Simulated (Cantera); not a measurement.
**SiCl4 + Cl2 + H2 (chlorosilane synthesis and conversion)**

Feed: 1 mol SiCl4, 1.6 mol Cl2, 2.3 mol H2, at 22.0 bar.

Method: chemical equilibrium by Gibbs-energy minimisation in Cantera with the NASA 1993 tables (ideal gas, pure condensed phases). Candidate condensed phases: Si; 19 gas species. The tables' values for SiCl3 are old estimates; treat these amounts as uncertain. The numbers say what is thermodynamically allowed, not how fast it happens.

From 575 K to 1675 K nothing is condensed. The main Si-bearing gas is SiCl4 throughout.

```csv
T (K),x HCl,x SiCl4,x H2,x SiCl3
575,0.653,0.204,0.143,<1e-12
675,0.653,0.204,0.143,1.15e-10
775,0.653,0.204,0.143,6.70e-9
875,0.653,0.204,0.143,1.52e-7
975,0.653,0.204,0.143,1.80e-6
1075,0.654,0.204,0.142,1.33e-5
1175,0.654,0.203,0.142,6.90e-5
1275,0.655,0.202,0.141,0.000274
1375,0.656,0.200,0.140,0.000881
1475,0.659,0.197,0.137,0.00237
1575,0.663,0.192,0.134,0.00550
1675,0.669,0.184,0.129,0.0111
```
x: gas mole fraction; nothing condenses.
